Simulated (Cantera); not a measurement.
A closed system holds: 1 mol SiHCl3, 0.24 mol C2H4, 41 mol H2, equilibrated at 0.00130 bar.

Method: chemical equilibrium by Gibbs-energy minimisation in Cantera with the NASA 1993 tables (ideal gas, pure condensed phases). Candidate condensed phases: C, C6H6, C7H8, C8H18, Si, SiC; 109 gas species. Mutual solubility and eutectic melting of coexisting phases are not modelled. Gases not in the tables: Si2H6 and higher silanes. Rates play no part.

### Question
Which condensed phases are stable at each of these points (T (°C)): 1100, 1200, 1300, 1400, 1500, 1600, 1700, 1800, 1900, 2000, 2100, 2200, 2300, 2400?

### Answer
```
T (°C)  condensed phases  Si condensed (%)
------  ----------------  ----------------
1100      Si(s) + SiC(s)              63.4
1200      Si(s) + SiC(s)              61.5
1300      Si(s) + SiC(s)              59.6
1400      Si(s) + SiC(s)              56.6
1500      Si(l) + SiC(s)              52.4
1600              SiC(s)              47.7
1700              SiC(s)              47.0
1800              SiC(s)              41.9
1900         C(graphite)               0.0
2000            gas only               0.0
2100            gas only               0.0
2200            gas only               0.0
2300            gas only               0.0
2400            gas only               0.0
```

From 1100 °C to 1400 °C the condensed part is Si(s) + SiC(s). At 1500 °C the condensed part is Si(l) + SiC(s). From 1600 °C to 1800 °C the condensed part is SiC(s). At 1900 °C the condensed part is C(graphite). From 2000 °C to 2400 °C nothing is condensed.
